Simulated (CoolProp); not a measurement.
Properties of R404A along the isobar 1400 kPa (Tc = 345.3 K, pc = 3735 kPa, ω = 0.293).

Values from CoolProp's reference Helmholtz-energy equation of state, Lemmon 2003. It is a pseudo-pure fit of the blend.

| T (K) | phase | cv (kJ/(kg K)) | speed of sound (m/s) | viscosity (µPa s) | conductivity (mW/(m K)) | fugacity coefficient |
|---|---|---|---|---|---|---|
| 250.9 | liquid | 0.8522 | 613.4 | 242 | 84.7 | 0.1905 |
| 270.9 | liquid | 0.8800 | 517.9 | 185 | 77.9 | 0.3620 |
| 290.9 | liquid | 0.9115 | 416.9 | 141 | 71.0 | 0.6090 |
| 330.9 | gas | 0.8981 | 150.9 | 14.2 | 17.8 | 0.8455 |
| 350.9 | gas | 0.9135 | 160.9 | 14.8 | 19.0 | 0.8744 |
| 371 | gas | 0.9352 | 169.4 | 15.5 | 20.4 | 0.8968 |
| 391 | gas | 0.9593 | 176.9 | 16.2 | 21.7 | 0.9144 |
| 411 | gas | 0.9846 | 183.7 | 17.0 | 23.1 | 0.9285 |
| 431 | gas | 1.010 | 189.9 | 17.7 | 24.4 | 0.9401 |
| 451 | gas | 1.035 | 195.8 | 18.5 | 25.8 | 0.9496 |
| 471 | gas | 1.060 | 201.4 | 19.2 | 27.2 | 0.9575 |
| 491.1 | gas | 1.084 | 206.6 | 20.0 | 28.7 | 0.9641 |

Viscosity comes from a separate model (Geller 2000). Thermal conductivity comes from a separate model (Geller 2001).
